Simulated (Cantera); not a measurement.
An isothermal, constant-pressure homogeneous reactor starts with CO : O2 : H2O : N2 = 0.0074 : 0.023 : 0.04 : 1 (molar parts), equivalence ratio 0.16, at 1325 K and 5.00 bar.

Model: GRI-Mech 3.0 (53 species, 325 reactions), integrated in Cantera.

x: mole fraction; the columns are a selection and need not sum to one.

| t (s) | x CO | x O2 | x H2O | x CO2 | x H2 | x NO2 | x N2O |
|---|---|---|---|---|---|---|---|
| 4.00e-5 | 0.00691 | 0.0215 | 0.0374 | 2.74e-8 | 1.97e-9 | <1e-12 | 2.40e-12 |
| 8.92e-5 | 0.00691 | 0.0215 | 0.0374 | 2.38e-7 | 2.40e-8 | <1e-12 | 2.02e-11 |
| 0.000199 | 0.00690 | 0.0215 | 0.0374 | 9.93e-6 | 1.11e-6 | <1e-12 | 8.12e-10 |
| 0.000443 | 0.00583 | 0.0209 | 0.0372 | 0.00108 | 8.99e-5 | 5.19e-11 | 9.63e-8 |
| 0.000988 | 0.00289 | 0.0195 | 0.0373 | 0.00404 | 6.99e-5 | 4.64e-10 | 4.11e-7 |
| 0.00220 | 0.00100 | 0.0186 | 0.0374 | 0.00593 | 2.49e-5 | 1.19e-9 | 6.61e-7 |
| 0.00491 | 0.000246 | 0.0182 | 0.0375 | 0.00669 | 6.25e-6 | 1.86e-9 | 7.95e-7 |
| 0.0110 | 4.36e-5 | 0.0181 | 0.0375 | 0.00689 | 1.20e-6 | 1.55e-9 | 8.21e-7 |
| 0.0244 | 5.77e-6 | 0.0181 | 0.0375 | 0.00693 | 2.01e-7 | 7.07e-10 | 7.40e-7 |
| 0.0545 | ___ | 0.0181 | 0.0375 | 0.00694 | ___ | 2.94e-10 | ___ |
| 0.121 | 2.18e-8 | 0.0181 | 0.0375 | 0.00694 | 1.85e-8 | 2.26e-10 | 2.63e-7 |
| 0.271 | 5.89e-9 | 0.0181 | 0.0375 | 0.00694 | 1.70e-8 | 2.26e-10 | 6.58e-8 |
| 0.604 | 5.80e-9 | 0.0181 | 0.0375 | 0.00694 | 1.68e-8 | 2.27e-10 | 2.47e-8 |
| 1.35 | 5.80e-9 | 0.0181 | 0.0375 | 0.00694 | 1.68e-8 | 2.28e-10 | 2.39e-8 |
| 3.00 | 5.80e-9 | 0.0181 | 0.0375 | 0.00694 | 1.68e-8 | 2.30e-10 | 2.39e-8 |

Task: Complete the blanks.

Result: 
- 0.0545, x CO: 5.21e-7
- 0.0545, x H2: 3.91e-8
- 0.0545, x N2O: 5.41e-7
